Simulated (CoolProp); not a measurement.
Isopentane at several states: Z from the reference equation and from simpler models built on Tc = 460.3 K, pc = 3.378 MPa, ω = 0.227; each cubic takes its own stable root.

The numbers come from the reference Helmholtz-energy equation of state, Lemmon 2006 in CoolProp. It is a short technical equation, of lower accuracy than the large ones.

```json
[
 {"T (K)": "207.1", "p (MPa)": "0.0581", "phase": "liquid", "reference": "0.003473"},
 {"T (K)": "318.5", "p (MPa)": "20.3", "phase": "liquid", "reference": "0.8890"},
 {"T (K)": "340.4", "p (MPa)": "0.283", "phase": "gas", "reference": "0.9157"},
 {"T (K)": "363.4", "p (MPa)": "12.9", "phase": "liquid", "reference": "0.5397"},
 {"T (K)": "373.8", "p (MPa)": "0.457", "phase": "gas", "reference": "0.8991"},
 {"T (K)": "179.2", "p (MPa)": "9.9", "phase": "liquid", "reference": "0.6555"}
]
```

Problem. How far does each simpler model (van der Waals, Peng-Robinson) lie from the reference over these 6 states: mean and median of the absolute difference, and the worst?

Solution. 
- van der Waals: mean 38.7 %, median 49.9 %, worst +63.5 % at 207.1 K and 0.0581 MPa
- Peng-Robinson: mean 3.0 %, median 2.9 %, worst -6.0 % at 318.5 K and 20.3 MPa
